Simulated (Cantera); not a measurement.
A perfectly stirred reactor is fed with 0.816 % H2, 22.0 % O2, 77.1 % N2, equivalence ratio 0.018, at 20.0 Torr; it is held at 1100 K, and followed from long to short residence time.

Cantera simulation using the H2/O2 subset of GRI-Mech 3.0, which has no nitrogen chemistry; the numbers are that mechanism's predictions, not measurements. Radical loss at walls, strong at low pressure, is not modelled.

x: mole fraction; the columns are a selection and need not sum to one.

| τ (s) | x H2 | x O2 | x H2O2 | x H2O | x HO2 | x O | x OH |
|---|---|---|---|---|---|---|---|
| 3.2 | 3.89e-5 | 0.217 | (withheld) | 0.00809 | 4.89e-7 | 0.000263 | 9.79e-5 |
| 1.5 | 5.99e-5 | 0.217 | (withheld) | 0.00805 | 6.33e-7 | 0.000418 | 0.000128 |
| 0.66 | 9.53e-5 | 0.217 | (withheld) | 0.00797 | 8.17e-7 | 0.000676 | 0.000171 |
| 0.30 | 0.000149 | 0.217 | (withheld) | 0.00785 | 1.01e-6 | 0.00104 | 0.000226 |
| 0.14 | 0.000233 | 0.216 | (withheld) | 0.00768 | 1.22e-6 | 0.00151 | 0.000294 |
| 0.063 | 0.000376 | 0.216 | (withheld) | 0.00738 | 1.43e-6 | 0.00209 | 0.000384 |
| 0.029 | 0.000614 | 0.216 | (withheld) | 0.00695 | 1.61e-6 | 0.00262 | 0.000490 |
| 0.013 | 0.00105 | 0.216 | (withheld) | 0.00629 | 1.77e-6 | 0.00295 | 0.000611 |
| 0.0060 | 0.00179 | 0.216 | (withheld) | 0.00539 | 1.87e-6 | 0.00289 | 0.000716 |

### Question
Complete the blanks.

### Answer

- 3.2, x H2O2: 2.19e-8
- 1.5, x H2O2: 2.57e-8
- 0.66, x H2O2: 3.02e-8
- 0.30, x H2O2: 3.51e-8
- 0.14, x H2O2: 4.08e-8
- 0.063, x H2O2: 4.85e-8
- 0.029, x H2O2: 5.86e-8
- 0.013, x H2O2: 7.31e-8
- 0.0060, x H2O2: 9.01e-8
